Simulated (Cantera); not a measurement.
Cantera run, input and output.

```python
import numpy as np
import cantera as ct

gas = ct.Solution("gri30.yaml")


def delay(T, t_max=10):
    gas.TPX = T, 170000, {'CH4': 1, 'C2H6': 0.04, 'O2': 2.85, 'N2': 10.7}
    reactor = ct.IdealGasConstPressureReactor(gas, clone=False)
    net = ct.ReactorNet([reactor])
    net.rtol, net.atol = 1e-8, 1e-16
    while net.time < t_max:
        t_old, T_old = net.time, reactor.T
        net.step()
        if reactor.T > T + 400:  # ignition: a rise of 400 K
            return t_old + (T + 400 - T_old) / (reactor.T - T_old) * (net.time - t_old)
    return np.nan


taus = []
for T in [1175, 1250, 1325, 1400, 1475, 1550, 1625, 1700, 1775]:
    taus.append(delay(T))
    print(f"T0 = {T:6g} K   tau = {taus[-1]:.4e} s")
```

Result:

```
T0 =   1175 K   tau = 1.2890e-02 s
T0 =   1250 K   tau = 5.0806e-03 s
T0 =   1325 K   tau = 2.0776e-03 s
T0 =   1400 K   tau = 8.8632e-04 s
T0 =   1475 K   tau = 4.0004e-04 s
T0 =   1550 K   tau = 1.9455e-04 s
T0 =   1625 K   tau = 1.0329e-04 s
T0 =   1700 K   tau = 5.9969e-05 s
T0 =   1775 K   tau = 3.7779e-05 s
```

Computed with Cantera and GRI-Mech 3.0 (53 species, 325 reactions).
